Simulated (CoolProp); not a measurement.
Methane along the isobar 5.86 MPa: Z from the reference equation and from simpler models built on Tc = -82.6 °C, pc = 4.599 MPa, ω = 0.011; each cubic takes its own stable root.

Model: reference Helmholtz-energy equation of state, Setzmann 1991, in CoolProp.

```json
[
 {"T (°C)": "-153.25", "phase": "liquid", "reference": "0.2267"},
 {"T (°C)": "-137.95", "phase": "liquid", "reference": "0.2127"},
 {"T (°C)": "-122.65", "phase": "liquid", "reference": "0.2045"},
 {"T (°C)": "-107.25", "phase": "liquid", "reference": "0.2024"},
 {"T (°C)": "-91.95", "phase": "liquid", "reference": "0.2108"},
 {"T (°C)": "-76.55", "phase": "supercritical", "reference": "0.2805"},
 {"T (°C)": "-61.25", "phase": "supercritical", "reference": "0.5975"},
 {"T (°C)": "-45.95", "phase": "supercritical", "reference": "0.7133"},
 {"T (°C)": "-30.55", "phase": "supercritical", "reference": "0.7826"},
 {"T (°C)": "-15.25", "phase": "supercritical", "reference": "0.8298"},
 {"T (°C)": "0.15", "phase": "supercritical", "reference": "0.8647"},
 {"T (°C)": "15.45", "phase": "supercritical", "reference": "0.8911"}
]
```

How far does each simpler model (van der Waals, Soave-Redlich-Kwong) lie from the reference over these 12 states: mean and median of the absolute difference, and the worst?


- van der Waals: mean 21.0 %, median 13.4 %, worst +43.6 % at -153.25 °C and 5.86 MPa
- Soave-Redlich-Kwong: mean 3.2 %, median 0.8 %, worst +15.7 % at -76.55 °C and 5.86 MPa
